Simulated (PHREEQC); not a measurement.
A column of 0.2 m (40 cells, dispersivity 0.007 m, 300 s a shift, diffusion coefficient 3e-10 m²/s) holds 0.017 eq of the database's cation exchanger X per kg of pore water, first in equilibrium with 0.021 mol/kgw MgCl2, 0.036 mol/kgw CaCl2, 0.045 mol/kgw CdCl2 and 1e-05 mol/kgw HCl. It is flushed with 1.2 mmol/kgw KCl, 21 mmol/kgw SrCl2 and 0.01 mmol/kgw HCl, at 15 °C. Values are for the last cell. No CO2 enters from the air. No solid was allowed to form.

The series has 31 steps of pore volumes, from 0 to 3.013.

The numbers come from PHREEQC with the ion-association model, phreeqc.dat.

**Question.** After how many pore volumes does Sr at the outlet first reach half of its feed value?

**Answer.** By 1.4 pore volumes.

**Question.** After how many pore volumes does K at the outlet first reach half of its feed value?

**Answer.** By 1.2 pore volumes.

Species that the database lacks are ignored.
